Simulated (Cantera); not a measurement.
Charge: 1 mol MgSO4, 6.1 mol CO2, 0.26 mol H2, held at 1748 K and 13.3 mbar.

Method: chemical equilibrium by Gibbs-energy minimisation in Cantera with the NASA 1993 tables (ideal gas, pure condensed phases). Candidate condensed phases: C, C6H6, C7H8, C8H18, H2O, H2SO4, Mg, MgCO3, MgO, Mg(OH)2, MgS, MgSO4, S; 130 gas species. The numbers say what is thermodynamically allowed, not how fast it happens.

Base state: CO2 0.784, SO2 0.129, O2 0.0494, H2O 0.0332, CO 0.00361, OH 0.000589, O 0.000141, SO 5.47e-5 (mole fractions); condensed: MgO(s).

**Question.** What changes in the equilibrium state with this change: H2 from 0.26 to 0.05 mol?

**Answer.** 
```
species        before     after
-----------  --------  --------
CO2             0.784     0.795
SO2             0.129     0.131
O2             0.0494    0.0637
H2O            0.0332   0.00640
H2            4.24e-5   7.18e-6
H             1.29e-5   5.30e-6
OH           0.000589  0.000276
SO3           4.20e-5   4.83e-5
O            0.000141  0.000160
MgO(s), mol     1.000      1.00
```

**Question.** What changes in the equilibrium state with this change: pressure from 13.3 mbar to 36.0 Pa?

**Answer.** 
```json
[
 {"species": "CO2", "before": "0.784", "after": "0.760"},
 {"species": "SO2", "before": "0.129", "after": "0.128"},
 {"species": "O2", "before": "0.0494", "after": "0.0568"},
 {"species": "CO", "before": "0.00361", "after": "0.0199"},
 {"species": "H2O", "before": "0.0332", "after": "0.0322"},
 {"species": "H", "before": "1.29e-5", "after": "0.000184"},
 {"species": "O", "before": "0.000141", "after": "0.000921"},
 {"species": "SO3", "before": "4.20e-5", "after": "7.32e-6"},
 {"species": "MgO(s), mol", "before": "1.000", "after": "1.000"}
]
```
